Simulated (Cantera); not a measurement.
**Premixed flame**

A freely propagating, adiabatic, planar premixed flame of 20.2 % CO, 2.02 % H2, 14.6 % O2, 54.9 % N2, 8.28 % CO2, equivalence ratio 0.76, unburnt at 375 K and 1950 Torr; mixture-averaged transport, grid criteria slope 0.08 and curve 0.16, no radiation.

Detailed kinetics in Cantera: GRI-Mech 3.0 (53 species, 325 reactions). The hydrogen kinetics of GRI-Mech 3.0 are dated; newer H2 mechanisms differ, most at raised pressure. Burning velocities carry a grid error of a few per cent, more on coarse grids.

```tsv
z (mm)	T (K)	u (m/s)	x CO	x H2	x O2	x H2O	x NO2	x CO2
-1.08	375	0.246	0.202	0.0199	0.146	8.58e-7	<1e-8	0.0828
-0.721	375	0.246	0.202	0.0190	0.146	1.11e-5	<1e-8	0.0829
-0.541	377	0.247	0.202	0.0179	0.146	6.05e-5	<1e-8	0.0830
-0.361	393	0.257	0.202	0.0151	0.146	0.000478	4.39e-8	0.0836
-0.180	580	0.376	0.188	0.00919	0.139	0.00452	6.07e-7	0.0947
-0.0901	922	0.588	0.157	0.00538	0.122	0.0107	1.80e-7	0.127
0	1314	0.818	0.109	0.00201	0.0939	0.0166	2.61e-8	0.184
0.0901	1563	0.952	0.0704	0.000770	0.0727	0.0179	2.69e-8	0.232
0.180	1699	1.02	0.0500	0.000602	0.0624	0.0180	3.15e-8	0.258
0.361	1834	1.09	0.0331	0.000475	0.0545	0.0189	4.27e-8	0.279
0.721	1935	1.14	0.0211	0.000300	0.0492	0.0199	6.23e-8	0.294
1.44	2003	1.18	0.0124	0.000171	0.0454	0.0206	8.53e-8	0.304
2.88	2046	1.20	0.00661	8.99e-5	0.0429	0.0210	9.76e-8	0.311
```
x: mole fraction of selected species; z is measured from the peak of heat release.

The laminar burning velocity is 24.7 cm/s and the thermal thickness is 0.361 mm. The grid points comes out as 115.
